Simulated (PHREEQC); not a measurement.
## Metal-bearing waste water (model solution)

A solution holds 0.071 mol Al2(SO4)3 and 4.1e-05 mol H2SO4 per kg of water, at 25 °C. Closed to the air; pH follows from the charge balance.

The numbers come from PHREEQC with the ion-association model, wateq4f.dat.

No solid was allowed to form.

### Question
Estimate the pH, ionic strength.

### Answer
pH 3.83; ionic strength 0.214 mol/kgw.

### Question
In which forms is S present?

### Answer
AlSO4+ 43 %, Al(SO4)2- 35 %, SO4-2 22 % of the S.

Saturation is exceeded, for instance for Basaluminite, Gibbsite (slow to form); the values hold only as long as no solid forms. Species that the database lacks are ignored.
